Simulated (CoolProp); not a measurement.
Properties of C3F8 (R218) at several states (Tc = 71.9 °C, pc = 2.640 MPa, ω = 0.317).

Computed with CoolProp (reference Helmholtz-energy equation of state, Lemmon 2006). It is a short technical equation, of lower accuracy than the large ones.

```json
[
 {"T (°C)": "54.15", "p (MPa)": "6.77", "phase": "liquid", "speed of sound (m/s)": "?", "Joule-Thomson coefficient (K/MPa)": "?", "isothermal compressibility (1/MPa)": "0.01399", "expansivity (1/kK)": "4.265", "conductivity (mW/(m K))": "44.2", "fugacity coefficient": "0.2556"},
 {"T (°C)": "123.15", "p (MPa)": "0.0704", "phase": "gas", "speed of sound (m/s)": "135.0", "Joule-Thomson coefficient (K/MPa)": "5.282", "isothermal compressibility (1/MPa)": "14.28", "expansivity (1/kK)": "2.573", "conductivity (mW/(m K))": "20.8", "fugacity coefficient": "0.9947"},
 {"T (°C)": "18.75", "p (MPa)": "0.0466", "phase": "gas", "speed of sound (m/s)": "115.9", "Joule-Thomson coefficient (K/MPa)": "13.37", "isothermal compressibility (1/MPa)": "21.69", "expansivity (1/kK)": "3.556", "conductivity (mW/(m K))": "12.0", "fugacity coefficient": "0.9897"},
 {"T (°C)": "161.65", "p (MPa)": "4.13", "phase": "supercritical", "speed of sound (m/s)": "116.9", "Joule-Thomson coefficient (K/MPa)": "4.922", "isothermal compressibility (1/MPa)": "0.3093", "expansivity (1/kK)": "5.843", "conductivity (mW/(m K))": "28.9", "fugacity coefficient": "0.7962"},
 {"T (°C)": "30.65", "p (MPa)": "10.5", "phase": "liquid", "speed of sound (m/s)": "397.7", "Joule-Thomson coefficient (K/MPa)": "-0.09213", "isothermal compressibility (1/MPa)": "0.006083", "expansivity (1/kK)": "?", "conductivity (mW/(m K))": "51.7", "fugacity coefficient": "0.1294"}
]
```

Question: Complete the blanks.

Answer: 
- 54.15, speed of sound (m/s): 282.6
- 54.15, Joule-Thomson coefficient (K/MPa): 0.2685
- 30.65, expansivity (1/kK): 2.831

Thermal conductivity comes from a separate model (Huber 2003), an estimate that may be off by 10 % or more.
